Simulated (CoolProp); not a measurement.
The fluid at 267.71 K and 0.0145 MPa is compressed adiabatically to 0.0584 MPa with isentropic efficiency 0.7. The same conditions are run with several fluids, on thermodynamics alone (safety and materials aside).

The numbers come from the reference Helmholtz-energy equation of state of each fluid (neopentane: Lemmon 2006; R152A: Outcalt 1996; R142b: Lemmon 2006; oxygen: Schmidt 1985; CH3F (R41): Lemmon 2006) in CoolProp.

```tsv
fluid	work (kJ/kg)	final temperature (K)	final density (kg/m³)
neopentane	?	308.0	1.68
R152A	?	338.9	1.38
R142b	?	?	2.19
oxygen	170	449.8	0.500
CH3F (R41)	152	398.4	0.601
```

### Question
Fill in the missing entries.

### Answer

- neopentane, work (kJ/kg): 63.9
- R152A, work (kJ/kg): 72.9
- R142b, work (kJ/kg): 47.1
- R142b, final temperature (K): 325.4

Above 300 K oxygen's equation is extrapolated.
